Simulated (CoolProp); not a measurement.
A Linde-Hampson liquefier for normal hydrogen: isothermal reversible compression at 230 K from 1 atm to 5 MPa, throttling to 1 atm, return gas leaving the recuperator 2 K below the feed. Each further row changes one setting.

Model: reference Helmholtz-energy equation of state, Leachman 2009, in CoolProp.

```
case                        compression work (kJ/kg of gas)
--------------------------  -------------------------------
as stated                                              3730
high pressure 10 MPa                                   4420
warm-end temperature 260 K                             4210
warm-end gap 7 K                                       3730
```
